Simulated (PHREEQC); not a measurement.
A PHREEQC input (ion-association model, phreeqc.dat):

```
SOLUTION 1
  temp 25
  units percent
  pH 8.01
  pe 8.7
  Na 7.48
  K 0.69
  Ca 28.6
  Mg 25.4
  Cl 17.8
  S(6) 96.5 as SO4
  Alkalinity 81 as HCO3
  Sr 0.0556
  Pb 0.915
END
USE solution 1
EQUILIBRIUM_PHASES 1
  CO2(g) -3.4 10
END
```

It stops with these messages:

```
ERROR: Calculations terminating due to input errors.
```

The fault: a unit that the program doesn't know. The line should read `units mg/L` where the input has `units percent`. With the mend the run ends at pH 8.28 and ionic strength 0.00594 mol/kgw.
